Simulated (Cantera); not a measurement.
Input: 1 mol PbO, 0.51 mol CH4, 3.4 mol H2, at 0.250 bar.

These are equilibrium values from Cantera (NASA tables, ideal gas, pure condensed phases), not measurements of a reactor. Candidate condensed phases: C, C6H6, C7H8, C8H18, H2O, Pb, PbO, PbO2, Pb3O4; 113 gas species. Equilibrium is a limit: real reactors are often held back by kinetics, nucleation or transport. All values below are at 1950 K.

Base state: H2 0.664, Pb 0.168, CO 0.0836, H2O 0.0802, CO2 0.00230, H 0.00187, PbO 7.64e-5, Pb2 3.81e-5 (mole fractions); condensed: gas only.

**Question.** What changes in the equilibrium state with this change: pressure from 0.250 bar to 1.00 bar?

**Answer.** 
```json
[
 {"species": "H2", "before": "0.664", "after": "0.664"},
 {"species": "Pb", "before": "0.168", "after": "0.168"},
 {"species": "CO", "before": "0.0836", "after": "0.0837"},
 {"species": "H", "before": "0.00187", "after": "0.000934"},
 {"species": "H2O", "before": "0.0802", "after": "0.0802"},
 {"species": "Pb2", "before": "3.81e-5", "after": "0.000152"},
 {"species": "OH", "before": "2.05e-5", "after": "1.02e-5"},
 {"species": "PbO", "before": "7.64e-5", "after": "7.63e-5"}
]
```

**Question.** What changes in the equilibrium state with this change: CH4 from 0.51 to 3 mol?

**Answer.** 
| species | before | after |
|---|---|---|
| H2 | 0.664 | 0.822 |
| CO | 0.0836 | 0.0876 |
| Pb | 0.168 | 0.0876 |
| H2O | 0.0802 | 2.59e-6 |
| C2H2 (acetylene) | <1e-9 | 0.000449 |
| PbO | 7.64e-5 | 1.04e-9 |
| CH4 | 1.33e-9 | 8.22e-5 |
| CO2 | 0.00230 | 6.28e-8 |
| OH | 2.05e-5 | <1e-9 |
| C(graphite), mol | 0 | 1.99 |
